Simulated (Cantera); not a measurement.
Charge: 1 mol SiCl4, 0.0075 mol C2H2, 970 mol H2, at 1800 K and 34.0 mbar.

Cantera equilibrium calculation (NASA polynomials, part measured and part estimated; ideal gas, pure solids and liquids). Candidate condensed phases: C, C6H6, C7H8, C8H18, Si, SiC; 109 gas species. Mutual solubility and eutectic melting of coexisting phases are not modelled. Gases not in the tables: Si2H6 and higher silanes. Equilibrium is a limit: real reactors are often held back by kinetics, nucleation or transport.

Base state: H2 0.994, HCl 0.00400, H 0.00194, Si 9.34e-5, SiCl2 4.98e-5, SiH2 2.97e-5, SiH 1.96e-5 (mole fractions); condensed: Si(l) + SiC(s).

Problem. What changes in the equilibrium state with this change: temperature from 1800 K to 1875 K?

Solution. 
```csv
species,before,after
H2,0.994,0.992
HCl,0.00400,0.00399
H,0.00194,0.00354
Si,9.34e-5,0.000266
SiH,1.96e-5,4.54e-5
SiCl,5.98e-6,1.11e-5
Cl,5.96e-6,1.08e-5
SiH2,2.97e-5,4.93e-5
"Si(l), mol",0.790,0.571
"SiC(s), mol",0.0132,0.00956
```
The tables' values for SiCl are old estimates; treat these amounts as uncertain.
